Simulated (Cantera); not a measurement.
What does this Cantera script print?

```python
import numpy as np
import cantera as ct

gas_names = """
    H HNO HNO2 HNO3 HO2 H2 H2O H2O2 N NH NH2 NH3 NH2OH NO NO2 NO3 N2 N2H2 N2H4 N2O O OH O2 O3
""".split()
cond_names = """
    H2O(s) H2O(L)
""".split()


def load(file, names, dense=False):
    # The tables refer to 1 bar. Condensed volumes are neglected.
    table = {s.name: s for s in ct.Species.list_from_file(file)}
    out = []
    for n in names:
        d = dict(table[n].input_data)
        d["thermo"] = dict(d["thermo"], **{"reference-pressure": 1e5})
        if dense:
            d["equation-of-state"] = {"model": "constant-volume", "density": "1e6 g/cm^3"}
        out.append(ct.Species.from_dict(d))
    return out


gas = ct.Solution(thermo="ideal-gas", species=load("nasa_gas.yaml", gas_names))
cond = {s.name: ct.Solution(thermo="fixed-stoichiometry", species=[s], name=s.name)
        for s in load("nasa_condensed.yaml", cond_names, dense=True)}
atoms = {
    'N2O': {'N': 2, 'O': 1},
    'H2': {'H': 2},
    'O2': {'O': 2},
}
top_T = {}  # K; cautious upper limits of use, not melting points


def equilibrate(T, P, feed):
    n = {}
    for name, mol in feed.items():
        for a, k in atoms[name].items():
            n[a] = n.get(a, 0.0) + k * mol
    gas.TPX = T, P, n
    mass = sum(n.values()) * gas.mean_molecular_weight
    gas.equilibrate("TP")
    valid = [c for c in cond.values() if c.min_temp <= T <= top_T.get(c.name, c.max_temp)]
    mix = ct.Mixture([(gas, mass / gas.mean_molecular_weight)] + [(c, 0.0) for c in valid])
    mix.T, mix.P = T, P
    mix.equilibrate("TP", solver="vcs", rtol=1e-11, max_steps=5000)
    return mix


results = []
feed = {'N2O': 1, 'H2': 2.9, 'O2': 3.2}  # mol
P = 20000000  # Pa
for T in [1325, 1475, 1625, 1775, 1925, 2075, 2225, 2375, 2525, 2675, 2825, 2975, 3125, 3275]:
    mix = equilibrate(T, P, feed)
    results.append((T, P, feed, dict(zip(mix.species_names, mix.species_moles))))

top = {s: max(r[3][s] / sum(r[3][g] for g in gas_names) for r in results) for s in gas_names}
cols = sorted((s for s in top if top[s] > 0.001), key=lambda s: -top[s])[:5]
seen = [c for c in cond_names if any(r[3].get(c, 0) > 1e-12 for r in results)]
print("log10 of partial pressures in bar; condensed amounts in mol")
print(f"{'T/K':>10s}" + "".join(f"{s[:9]:>10s}" for s in cols + seen))
for T, P, feed, n in results:
    ng = sum(n[g] for g in gas_names)
    print(f"{T:10.4g}" + "".join(f"{np.log10(max(n[s] / ng * P / 1e5, 1e-99)):10.3f}" for s in cols)
          + "".join(f"{n.get(c, 0):10.4g}" for c in seen))
```

Result:

```
log10 of partial pressures in bar; condensed amounts in mol
       T/K       H2O        O2        N2        OH        NO
      1325     1.975     1.864     1.512    -2.733    -1.255
      1475     1.975     1.864     1.511    -2.080    -0.888
      1625     1.974     1.863     1.510    -1.548    -0.590
      1775     1.974     1.863     1.509    -1.106    -0.342
      1925     1.974     1.862     1.507    -0.733    -0.134
      2075     1.973     1.860     1.504    -0.414     0.043
      2225     1.972     1.858     1.501    -0.139     0.196
      2375     1.971     1.855     1.497     0.100     0.328
      2525     1.968     1.851     1.492     0.310     0.442
      2675     1.964     1.846     1.486     0.495     0.543
      2825     1.959     1.840     1.479     0.659     0.631
      2975     1.952     1.832     1.471     0.804     0.708
      3125     1.942     1.822     1.462     0.933     0.775
      3275     1.930     1.811     1.452     1.048     0.834
```

Equilibrium computed with Cantera from the NASA thermochemical tables; the gas is ideal and each condensed phase is pure. The ideal-gas law is rough above about 30 bar.
